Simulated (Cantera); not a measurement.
## CsCl + N₂ (halide evaporation, hydrolysis and transport)

A closed system holds: 1 mol CsCl, 2.1 mol N₂, at 700 °C.

Method: chemical equilibrium by Gibbs-energy minimisation in Cantera with the NASA 1993 tables (ideal gas, pure condensed phases). Candidate condensed phases: Cs, CsCl; 8 gas species. Kinetics and transport are ignored.

```tsv
P (Pa)	log p N₂	log p CsCl	log p Cs₂Cl₂	log p Cs	n CsCl(l)
0.100	-6.17	-6.49	-9.88	-12.71	0
0.720	-5.31	-5.64	-8.17	-12.29	0
5.20	-4.45	-4.79	-6.48	-11.86	0
37	-3.59	-4.01	-4.91	-11.47	0
270	-2.68	-3.39	-3.67	-11.16	0.162
1900	-1.74	-3.39	-3.67	-11.16	0.905
14000	-0.86	-3.39	-3.67	-11.16	0.987
100000	0.00	-3.39	-3.67	-11.17	0.998
```
log p: log10 of the partial pressure in bar; n: condensed amount in mol.

From 0.100 Pa to 37.0 Pa nothing is condensed. From 2.70 mbar to 1.00 bar the condensed part is CsCl(l). The main Cs-bearing gas is CsCl at 0.100 Pa and Cs₂Cl₂ at 1.00 bar.
